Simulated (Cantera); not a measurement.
A freely propagating, adiabatic, planar premixed flame of CH₃OH : O₂ : N₂ = 1 : 1.25 : 4.25 (molar parts), equivalence ratio 1.2, unburnt at 425 K and 0.130 bar; mixture-averaged transport, grid criteria slope 0.08 and curve 0.16, no radiation.

Cantera simulation using GRI-Mech 3.0 (53 species, 325 reactions); the numbers are that mechanism's predictions, not measurements. GRI-Mech 3.0 was tuned for natural gas; its chemistry of methanol as a main component is partial and can be far from experiment. Burning velocities carry a grid error of a few per cent, more on coarse grids.

Task: How do the results move with these cheaper or finer settings: unity-Lewis-number transport; multicomponent transport; multicomponent+Soret transport; grid criteria slope 0.5, curve 1; grid criteria slope 0.25, curve 0.5; grid criteria slope 0.03, curve 0.06?

Result: 
| setting | laminar burning velocity | thermal thickness | peak x(C₂H₄) | peak x(H) | grid points |
|---|---|---|---|---|---|
| as above | 119 cm/s | 1.54 mm | 4.94e-6 | 0.0224 | 159 |
| unity-Lewis-number transport | 68.4 cm/s | 2.38 mm | 3.64e-6 | 0.0264 | 151 |
| multicomponent transport | 119 cm/s | 1.56 mm | 4.97e-6 | 0.0225 | 159 |
| multicomponent+Soret transport | 117 cm/s | 1.56 mm | 4.86e-6 | 0.0224 | 159 |
| grid criteria slope 0.5, curve 1 | 136 cm/s | 1.78 mm | 4.94e-6 | 0.0243 | 45 |
| grid criteria slope 0.25, curve 0.5 | 125 cm/s | 1.62 mm | 5.00e-6 | 0.0230 | 70 |
| grid criteria slope 0.03, curve 0.06 | 117 cm/s | 1.53 mm | 4.86e-6 | 0.0220 | 332 |
The base run took roughly 40 core-seconds.
Unity Lewis numbers drop preferential diffusion, which matters most where H2 and H carry the flame; Soret adds thermal diffusion.
